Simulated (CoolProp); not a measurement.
A simple Rankine cycle with trans-2-butene: condensing at 290.15 K, boiler at 1.29 MPa, turbine inlet 405.5 K, turbine efficiency 0.85, pump efficiency 0.8, no recuperator. Each further row changes one setting.

Computed with CoolProp (reference Helmholtz-energy equation of state, Lemmon 2005). It is a short technical equation, of lower accuracy than the large ones.

| case | thermal efficiency (%) | net work (kJ/kg) | heat in (kJ/kg) | turbine exit temperature (K) | volume ratio over the turbine |
|---|---|---|---|---|---|
| as stated | ? | 82.1 | 568 | 346.4 | 6.96 |
| turbine inlet 425.5 K | 14.4 | 88.1 | 612 | 367.2 | 6.87 |
| condensing temperature 282.15 K | 15.9 | 93.3 | 586 | ? | 9.05 |
| boiler pressure 0.903 MPa | ? | 70.6 | 579 | 358.9 | ? |
| turbine efficiency 0.75 | 12.7 | ? | 568 | 352.0 | 7.09 |

Task: Fill in the missing entries.

Result: 
- as stated, thermal efficiency (%): 14.5
- condensing temperature 282.15 K, turbine exit temperature (K): 339.2
- boiler pressure 0.903 MPa, thermal efficiency (%): 12.2
- boiler pressure 0.903 MPa, volume ratio over the turbine: 4.79
- turbine efficiency 0.75, net work (kJ/kg): 72.2
